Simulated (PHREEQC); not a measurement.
Dissolve 150 mmol/kgw KHCO3, 1.2 mmol/kgw NaF and 0.075 mmol/kgw NaCl at 20 °C. Closed to the air; pH follows from the charge balance.

The numbers come from PHREEQC with the ion-association model, wateq4f.dat.

- pH = 8.14
- ionic strength = 0.153 mol/kgw
- total alkalinity = 150 meq/kg

| species | molality | activity | log γ |
|---|---|---|---|
| K+ | 0.150 | 0.110 | -0.134 |
| HCO3- | 0.146 | 0.112 | -0.117 |
| CO2 | 0.00190 | 0.00197 | 0.015 |
| CO3-2 | 0.00189 | 0.000644 | -0.468 |
| Na+ | 0.00121 | 0.000918 | -0.119 |
| F- | 0.00120 | 0.000876 | -0.137 |
| Cl- | 7.50e-5 | 5.51e-5 | -0.134 |
| NaHCO3 | 5.56e-5 | 5.76e-5 | 0.015 |
| NaCO3- | 1.11e-5 | 8.52e-6 | -0.117 |
| OH- | 1.27e-6 | 9.26e-7 | -0.137 |
| NaF | 4.46e-7 | 4.63e-7 | 0.015 |
| H+ | 9.01e-9 | 7.30e-9 | -0.092 |
| HF | 8.46e-9 | 8.77e-9 | 0.015 |

This is a speciation only: nothing precipitates in the calculation.
